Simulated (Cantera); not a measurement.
A closed system holds: 1 mol SiH2Cl2, 0.058 mol C2H2, 680 mol H2, equilibrated at 2700 Pa.

Cantera equilibrium calculation (NASA polynomials, part measured and part estimated; ideal gas, pure solids and liquids). Candidate condensed phases: C, C6H6, C7H8, C8H18, Si, SiC; 109 gas species. Mutual solubility and eutectic melting of coexisting phases are not modelled. Gases not in the tables: Si2H6 and higher silanes. The numbers say what is thermodynamically allowed, not how fast it happens.

Question: Which condensed phases are stable at each of these points (T (K)): 1225, 1275, 1325, 1375, 1425, 1475, 1525, 1575, 1625, 1675, 1725?

Answer: 
| T (K) | condensed phases | Si condensed (%) |
|---|---|---|
| 1225 | Si(s) + SiC(s) | 98.5 |
| 1275 | Si(s) + SiC(s) | 98.5 |
| 1325 | Si(s) + SiC(s) | 98.4 |
| 1375 | Si(s) + SiC(s) | 98.3 |
| 1425 | Si(s) + SiC(s) | 98.2 |
| 1475 | Si(s) + SiC(s) | 98.1 |
| 1525 | Si(s) + SiC(s) | 97.9 |
| 1575 | Si(s) + SiC(s) | 97.6 |
| 1625 | Si(s) + SiC(s) | 97.0 |
| 1675 | Si(s) + SiC(s) | 95.7 |
| 1725 | Si(l) + SiC(s) | 93.5 |

From 1225 K to 1675 K the condensed part is Si(s) + SiC(s). At 1725 K the condensed part is Si(l) + SiC(s).
